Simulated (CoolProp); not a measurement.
A closed Brayton cycle with carbon dioxide: compressor inlet 328.15 K and 9.1 MPa, high pressure 17 MPa, turbine inlet 730 K, compressor efficiency 0.89, turbine efficiency 0.9, recuperator effectiveness 0.9 (on enthalpy, no pinch check). Each further row changes one setting.

Values from CoolProp's reference Helmholtz-energy equation of state, Span 1996.

```tsv
case	thermal efficiency (%)	net work (kJ/kg)	compressor to turbine work	compressor exit (K)	turbine exit (K)
as stated	27.3	46.2	0.37	377.3	659.5
turbine inlet 680 K	25.6	40.3	0.41	377.3	612.1
compressor inlet 338.15 K	26.7	42.0	0.43	391.6	659.5
high pressure 14.4 MPa	24.8	35.4	0.35	364.1	678.0
recuperator effectiveness 0.5	15.3	46.2	0.37	377.3	659.5
```
